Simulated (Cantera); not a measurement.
# Thermodynamics of aluminium nitride and oxide growth, feed Al + O2 + H2

Charge: 1 mol Al, 4.4 mol O2, a varied amount of H2, held at 825 K and 1.33 mbar.

Method: chemical equilibrium by Gibbs-energy minimisation in Cantera with the NASA 1993 tables (ideal gas, pure condensed phases). Candidate condensed phases: Al, Al2O3, H2O; 19 gas species. Rates play no part.

```csv
n(H2) (mol),x H2O,x H2,x O2,x OH,n Al2O3(s)
1.1,0.262,1.33e-12,0.738,2.12e-8,0.500
1.6,0.360,1.96e-12,0.640,2.40e-8,0.500
2.2,0.463,2.76e-12,0.537,2.60e-8,0.500
3,0.583,3.93e-12,0.417,2.74e-8,0.500
4.1,0.719,5.92e-12,0.281,2.76e-8,0.500
5.7,0.877,1.09e-11,0.123,2.48e-8,0.500
7.9,0.924,0.0759,<1e-12,<1e-12,0.500
11,0.664,0.336,<1e-12,<1e-12,0.500
15,0.487,0.513,<1e-12,<1e-12,0.500
21,0.348,0.652,<1e-12,<1e-12,0.500
29,0.252,0.748,<1e-12,<1e-12,0.500
40,0.182,0.818,<1e-12,<1e-12,0.500
```
x: gas mole fraction; n: condensed amount in mol.

From 1.1 mol H2 to 40 mol H2 the condensed part is Al2O3(s).
